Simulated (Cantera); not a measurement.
Input: 1 mol Al(CH3)3, 0.32 mol NH3, 8.1 mol N2, 27 mol N2O, equilibrated at 1523 K and 0.100 bar.

Cantera equilibrium calculation (NASA polynomials, part measured and part estimated; ideal gas, pure solids and liquids). Candidate condensed phases: Al, AlN, Al2O3, C, C6H6, C7H8, C8H18, H2O; 148 gas species. The feed counts by its element totals alone. Equilibrium is a limit: real reactors are often held back by kinetics, nucleation or transport.

Base state: N2 0.698, O2 0.143, H2O 0.0985, CO2 0.0594, NO 0.00106, OH 0.000153 (mole fractions); condensed: Al2O3(s).

Task: What changes in the equilibrium state with this change: temperature from 1523 K to 1175 K?

Result: 
```tsv
species	before	after
N2	0.698	0.698
O2	0.143	0.144
H2O	0.0985	0.0986
NO	0.00106	0.000125
CO2	0.0594	0.0594
OH	0.000153	3.40e-6
Al2O3(s), mol	0.500	0.500
```
